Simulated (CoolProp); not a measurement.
The fluid at 293.15 K and 0.0158 MPa is throttled through a valve to 0.00382 MPa with no heat exchange. The same conditions are run with several fluids, on thermodynamics alone (safety and materials aside).

Values from CoolProp's reference Helmholtz-energy equation of state of each fluid (n-butane: Bücker 2006; propyne: Polt 1992; carbonyl sulfide: Lemmon 2006; nitrous oxide: Lemmon 2006; propylene: Lemmon 2013). The equations of Platzer and Polt are older, rougher fits.

```
fluid             temperature change (K)  final density (kg/m³)
----------------  ----------------------  ---------------------
n-butane                            -0.3                 0.0913
propyne                             -0.3                 0.0629
carbonyl sulfide                    -0.3                 0.0943
nitrous oxide                       -0.1                 0.0690
propylene                           -0.2                 0.0660
```
